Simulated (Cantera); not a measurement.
Charge: 1 mol Si₃N₄, 0.26 mol CO₂, 73 mol H₂, held at 1600 K and 0.680 bar.

Cantera equilibrium calculation (NASA polynomials, part measured and part estimated; ideal gas, pure solids and liquids). Candidate condensed phases: C, C₆H₆, C₇H₈, C₈H₁₈, H₂O, Si, SiC, SiO₂, Si₂N₂O, Si₃N₄; 151 gas species. Mutual solubility and eutectic melting of coexisting phases are not modelled. Rates play no part.

Base state: H₂ 0.995, N₂ 0.00468, H 6.58e-5, CH₄ 5.59e-5 (mole fractions); condensed: SiC(s) + Si₂N₂O(s) + Si₃N₄(s).

Question: What changes in the equilibrium state with this change: temperature from 1600 K to 998 K?

Answer: 
| species | before | after |
|---|---|---|
| H₂ | 0.995 | 0.994 |
| CH₄ | 5.59e-5 | 0.00357 |
| N₂ | 0.00468 | 0.00237 |
| H | 6.58e-5 | 2.60e-9 |
| NH₃ | 2.16e-6 | 1.93e-5 |
| SiC(s), mol | 0.255 | 0 |
| Si₂N₂O(s), mol | 0.519 | 0.520 |
| Si₃N₄(s), mol | 0.569 | 0.653 |

Question: What changes in the equilibrium state with this change: pressure from 0.680 bar to 0.610 Pa?

Answer: 
| species | before | after |
|---|---|---|
| H₂ | 0.995 | 0.930 |
| N₂ | 0.00468 | 0.0258 |
| H | 6.58e-5 | 0.0212 |
| Si | 2.97e-8 | 0.0160 |
| CH₄ | 5.59e-5 | <1e-9 |
| Si₂C | <1e-9 | 5.07e-5 |
| Si₂ | <1e-9 | 3.98e-5 |
| SiH | 5.31e-8 | 8.30e-5 |
| SiO | 5.63e-6 | 0.00646 |
| SiC(s), mol | 0.255 | 0.237 |
| Si₂N₂O(s), mol | 0.519 | 0 |
| Si₃N₄(s), mol | 0.569 | 0 |
| Si(s), mol | 0 | 0.997 |
